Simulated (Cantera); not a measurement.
Feed: 1 mol SiCl4, 2.6 mol HCl, 380 mol H2, equilibrated at 700 °C and 1.30 mbar.

These are equilibrium values from Cantera (NASA tables, ideal gas, pure condensed phases), not measurements of a reactor. Candidate condensed phases: Si; 19 gas species. The tables' values for SiCl3 are old estimates; treat these amounts as uncertain. Equilibrium is a limit: real reactors are often held back by kinetics, nucleation or transport.

Base state: H2 0.985, HCl 0.0135, SiCl4 0.000535, SiCl2 0.000299, SiHCl3 0.000219, SiCl3 7.47e-5 (mole fractions); condensed: Si(s).

**Question.** What changes in the equilibrium state with this change: temperature from 700 °C to 802 °C?

**Answer.** 
| species | before | after |
|---|---|---|
| H2 | 0.985 | 0.984 |
| HCl | 0.0135 | 0.0158 |
| SiCl2 | 0.000299 | 0.000497 |
| SiCl4 | 0.000535 | 3.71e-5 |
| SiHCl3 | 0.000219 | 2.86e-5 |
| SiCl3 | 7.47e-5 | 3.41e-5 |
| Si(s), mol | 0.563 | 0.769 |

**Question.** What changes in the equilibrium state with this change: temperature from 700 °C to 625 °C?

**Answer.** 
```
species       before     after
----------  --------  --------
H2             0.985     0.989
HCl           0.0135   0.00865
SiCl4       0.000535   0.00164
SiCl2       0.000299  0.000102
SiHCl3      0.000219  0.000523
SiH2Cl2      9.38e-6   1.58e-5
Si(s), mol     0.563     0.101
```
